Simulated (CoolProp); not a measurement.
A closed Brayton cycle with dry air: compressor inlet 318.15 K and 2.2 MPa, high pressure 7.37 MPa, turbine inlet 690 K, compressor efficiency 0.8, turbine efficiency 0.9, recuperator effectiveness 0.8 (on enthalpy, no pinch check). Each further row changes one setting.

Computed with CoolProp (reference Helmholtz-energy equation of state, Lemmon 2000). It is a pseudo-pure fit of the blend.

```
case                           thermal efficiency (%)  net work (kJ/kg)  compressor to turbine work  compressor exit (K)  turbine exit (K)
-----------------------------  ----------------------  ----------------  --------------------------  -------------------  ----------------
as stated                                        10.2              19.9                        0.89                481.9             514.6
turbine inlet 640 K                               3.6              6.07                        0.96                481.9             475.8
compressor inlet 328.15 K                         7.6              14.5                        0.92                496.7             514.6
high pressure 6.26 MPa                           13.2              24.3                        0.85                456.5             535.5
recuperator effectiveness 0.5                     9.7              19.9                        0.89                481.9             514.6
```
